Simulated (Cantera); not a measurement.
A perfectly stirred reactor is fed with CH4 : H2 = 1 : 3 (molar parts), at 1.73 Torr; it is held at 1598 K, and followed from long to short residence time.

Cantera simulation using GRI-Mech 3.0 (53 species, 325 reactions); the numbers are that mechanism's predictions, not measurements. GRI-Mech 3.0 stops at C3 and has no aromatics, soot or wall deposition, so with more carbon than oxygen in the feed, carbon stays in small species such as C2H2 where larger ones or solid carbon would form. Radical loss at walls, strong at low pressure, is not modelled.

x: mole fraction; the columns are a selection and need not sum to one.

```json
[
 {"τ (s)": "0.41", "x CH4": "0.230", "x H2": "0.761", "x C2H6": "…", "x C2H4": "0.00165", "x C2H2": "0.00576"},
 {"τ (s)": "0.17", "x CH4": "0.247", "x H2": "0.751", "x C2H6": "…", "x C2H4": "0.000488", "x C2H2": "0.000413"},
 {"τ (s)": "0.071", "x CH4": "0.249", "x H2": "0.750", "x C2H6": "…", "x C2H4": "4.89e-5", "x C2H2": "9.93e-6"},
 {"τ (s)": "0.030", "x CH4": "0.250", "x H2": "0.750", "x C2H6": "…", "x C2H4": "4.00e-6", "x C2H2": "2.49e-7"},
 {"τ (s)": "0.012", "x CH4": "0.250", "x H2": "0.750", "x C2H6": "…", "x C2H4": "2.62e-7", "x C2H2": "5.47e-9"},
 {"τ (s)": "0.0051", "x CH4": "0.250", "x H2": "0.750", "x C2H6": "…", "x C2H4": "1.99e-8", "x C2H2": "1.64e-10"},
 {"τ (s)": "0.0022", "x CH4": "0.250", "x H2": "0.750", "x C2H6": "3.46e-10", "x C2H4": "1.53e-9", "x C2H2": "5.25e-12"},
 {"τ (s)": "0.00090", "x CH4": "0.250", "x H2": "0.750", "x C2H6": "2.43e-11", "x C2H4": "9.34e-11", "x C2H2": "<1e-12"},
 {"τ (s)": "0.00037", "x CH4": "0.250", "x H2": "0.750", "x C2H6": "1.50e-12", "x C2H4": "5.05e-12", "x C2H2": "<1e-12"},
 {"τ (s)": "0.00016", "x CH4": "0.250", "x H2": "0.750", "x C2H6": "<1e-12", "x C2H4": "<1e-12", "x C2H2": "<1e-12"}
]
```

### Question
Fill in the missing entries.

### Answer

- 0.41, x C2H6: 3.09e-5
- 0.17, x C2H6: 1.09e-5
- 0.071, x C2H6: 1.85e-6
- 0.030, x C2H6: 2.88e-7
- 0.012, x C2H6: 3.34e-8
- 0.0051, x C2H6: 3.64e-9
